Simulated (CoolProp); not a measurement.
Vapour-liquid equilibrium of R152A (1) + n-butane (2) at 1.54 bar; x and y are mole fractions of (1).

Values from CoolProp's multi-fluid Helmholtz-energy mixture model, Outcalt 1996 and Bücker 2006; pair parameters Bell 2016.

Give the bubble temperature and the first vapour's composition at x = 0.45, 0.65, 0.85. Is there an azeotrope?

x = 0.45: -14.8 °C, y = 0.705; x = 0.65: -15.6 °C, y = 0.743; x = 0.85: -15.8 °C, y = 0.825. y crosses x between x = 0.75 and 0.85: the model has an azeotrope there.

The pair parameters rest on a limited set of measurements; away from them the model extrapolates. With so large a gap from Raoult's law the liquid may split in two, which this calculation doesn't test in full.
